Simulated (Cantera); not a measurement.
Input: 1 mol Al, 42 mol H2O, 53 mol N2, 7.5 mol O2, at 680 Pa.

Cantera equilibrium calculation (NASA polynomials, part measured and part estimated; ideal gas, pure solids and liquids). Candidate condensed phases: Al, AlN, Al2O3, H2O; 35 gas species. Kinetics and transport are ignored.

x: gas mole fraction; n: condensed amount in mol.

```tsv
T (°C)	x N2	x H2O	x O2	x OH	x H2	x NO	x O	n Al2O3(s)
400	0.521	0.413	0.0663	4.67e-11	<1e-12	6.85e-8	<1e-12	0.500
500	0.521	0.413	0.0663	1.97e-9	<1e-12	5.67e-7	<1e-12	0.500
600	0.521	0.413	0.0663	[?]	[?]	[?]	[?]	0.500
700	0.521	0.413	0.0663	3.54e-7	7.43e-10	1.05e-5	2.11e-10	0.500
800	0.521	0.413	0.0663	2.31e-6	1.29e-8	3.02e-5	3.89e-9	0.500
900	0.521	0.413	0.0663	1.09e-5	1.39e-7	7.23e-5	4.36e-8	0.500
1000	0.521	0.413	0.0663	4.04e-5	1.03e-6	0.000151	3.36e-7	0.500
1100	0.521	0.413	0.0662	0.000124	5.76e-6	0.000283	1.92e-6	0.500
1200	0.521	0.413	0.0660	0.000326	2.55e-5	0.000487	8.70e-6	0.500
1300	0.520	0.412	0.0658	0.000759	9.36e-5	0.000782	3.25e-5	0.500
1400	0.520	0.411	0.0654	0.00159	0.000294	0.00118	0.000104	0.500
1500	0.519	0.410	0.0649	[?]	[?]	[?]	[?]	0.500
1600	0.518	0.407	0.0643	0.00551	0.00201	0.00237	0.000727	0.500
1700	0.516	0.401	0.0637	0.00926	0.00451	0.00317	0.00166	0.500
```

Task: Some entries are withheld; supply them.

Result: 
- 1500, x OH: 0.00307
- 1500, x H2: 0.000814
- 1500, x NO: 0.00171
- 1500, x O: 0.000290
- 600, x OH: 3.56e-8
- 600, x H2: 2.24e-11
- 600, x NO: 2.89e-6
- 600, x O: 5.93e-12
